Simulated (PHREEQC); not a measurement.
MgCl2 is added in steps, without added water, to 1 kg of water holding 1.9 mmol/kgw CuSO4, 0.033 mmol/kgw H2SO4 and 2 mmol/kgw NaCl, at 60 °C. O2 is buffered at 0.21 atm. CO2 from the air is kept out. The run lets Brucite, Cu(OH)2, Brochantite, Antlerite, Atacamite, Halite, Mirabilite, Epsomite, Chalcanthite precipitate or redissolve, and no other solid.

Base run: PHREEQC, ion-association model, wateq4f.dat. Each further column changes one thing. The table gives Mg+2 (mol/kgw).

```tsv
MgCl2 added (mol)	base	NaCl replaced by CuCl2 at the same molality	temperature from 60 to 50 °C	temperature from 60 to 40 °C	no solid may form
0	0	0	0	0	0
0.0006	0.000448	0.000471	0.000468	0.000487	0.000448
0.00135	0.00104	0.00109	0.00108	0.00112	0.00104
0.00195	0.00154	0.00159	0.00159	0.00164	0.00154
0.0027	0.00219	0.00225	0.00225	0.00231	0.00219
0.0033	0.00272	0.00278	0.00278	0.00285	0.00272
0.00405	0.00339	0.00346	0.00347	0.00354	0.00339
0.00465	0.00394	0.00401	0.00402	0.00409	0.00394
0.0054	0.00463	0.00470	0.00471	0.00480	0.00463
0.006	0.00520	0.00526	0.00528	0.00536	0.00520
```

Constants without temperature data keep their 25 °C values here. Solids allowed in the column 'NaCl replaced by CuCl2 at the same molality': Brucite, Cu(OH)2, Brochantite, Antlerite, Atacamite, Epsomite, Chalcanthite.
